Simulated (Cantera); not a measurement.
Input: 1 mol HF, 0.066 mol O2, 0.2 mol N2, equilibrated at 1875 K.

Equilibrium computed with Cantera from the NASA thermochemical tables; the gas is ideal and each condensed phase is pure. Candidate condensed phases: H2O; 40 gas species. The ideal-gas law is rough above about 30 bar. Rates play no part.

x: gas mole fraction; nothing condenses.

| P (Pa) | x HF | x N2 | x O2 | x O | x F |
|---|---|---|---|---|---|
| 10 | 0.785 | 0.157 | 0.0481 | 0.00528 | 0.00225 |
| 200 | 0.788 | 0.157 | 0.0505 | (withheld) | (withheld) |
| 3900 | 0.789 | 0.157 | 0.0512 | 0.000276 | 0.000728 |
| 77000 | 0.789 | 0.157 | 0.0514 | 6.21e-5 | 0.000434 |
| 1500000 | 0.789 | 0.157 | 0.0515 | (withheld) | (withheld) |
| 30000000 | 0.788 | 0.158 | 0.0516 | 3.15e-6 | 0.000157 |

**Question.** Complete the blanks.

**Answer.** 
- 200, x O: 0.00121
- 200, x F: 0.00124
- 1500000, x O: 1.41e-5
- 1500000, x F: 0.000262
